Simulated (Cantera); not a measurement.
Input: 1 mol B2O3, 12 mol HF, at 1350 °C and 0.100 bar.

Method: chemical equilibrium by Gibbs-energy minimisation in Cantera with the NASA 1993 tables (ideal gas, pure condensed phases). Candidate condensed phases: B, B2O3, B3O3H3, H2O; 43 gas species. Gases not in the tables: H3BO3. Kinetics and transport are ignored.

Base state: HF 0.693, H2O 0.142, BOF 0.0902, BF3 0.0670, HBO2 0.00665, H2 0.000329, O2 0.000139, B3O3F3 7.40e-5 (mole fractions); condensed: gas only.

### Question
What changes in the equilibrium state with this change: HF from 12 to 2.5 mol?

### Answer
```csv
species,before,after
BOF,0.0902,0.375
HF,0.693,0.289
H2O,0.142,0.200
HBO2,0.00665,0.0933
BF3,0.0670,0.0344
(HBO2)3,3.54e-8,9.77e-5
B2O3,1.57e-5,0.00220
B3O3F3,7.40e-5,0.00531
BO2,4.11e-6,5.08e-5
BOF2,2.90e-5,4.43e-5
"B2O3(l), mol",0,0.165
```

### Question
What changes in the equilibrium state with this change: HF from 12 to 1.5 mol?

### Answer
| species | before | after |
|---|---|---|
| BOF | 0.0902 | 0.375 |
| HF | 0.693 | 0.289 |
| H2O | 0.142 | 0.200 |
| HBO2 | 0.00665 | 0.0933 |
| BF3 | 0.0670 | 0.0344 |
| (HBO2)3 | 3.54e-8 | 9.77e-5 |
| B2O3 | 1.57e-5 | 0.00220 |
| B3O3F3 | 7.40e-5 | 0.00531 |
| BO2 | 4.11e-6 | 5.08e-5 |
| BOF2 | 2.90e-5 | 4.43e-5 |
| B2O3(l), mol | 0 | 0.499 |

### Question
What changes in the equilibrium state with this change: temperature from 1350 °C to 675 °C?

### Answer
```tsv
species	before	after
HF	0.693	0.546
H2O	0.142	0.273
BF3	0.0670	0.182
BOF	0.0902	3.30e-6
OH	7.16e-5	2.37e-9
HBO2	0.00665	3.69e-7
```
